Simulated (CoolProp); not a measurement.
The fluid at 298.15 K and 2.9 MPa is throttled through a valve to 1.83 MPa with no heat exchange. The same conditions are run with several fluids, on thermodynamics alone (safety and materials aside).

Model: reference Helmholtz-energy equation of state of each fluid (propylene: Lemmon 2013; C3F8 (R218): Lemmon 2006; R507A: Lemmon 2003; ethanol: Schroeder 2014; R124: de Vries 1995), in CoolProp. Blends and air are pseudo-pure fits.

```csv
fluid,temperature change (K),final density (kg/m³)
propylene,-0.0,509
C3F8 (R218),-0.2,(withheld)
R507A,(withheld),1060
ethanol,+0.4,(withheld)
R124,(withheld),(withheld)
```

What belongs in the gaps?


- C3F8 (R218), final density (kg/m³): 1340
- R507A, temperature change (K): -0.3
- ethanol, final density (kg/m³): 786
- R124, temperature change (K): +0.2
- R124, final density (kg/m³): 1360
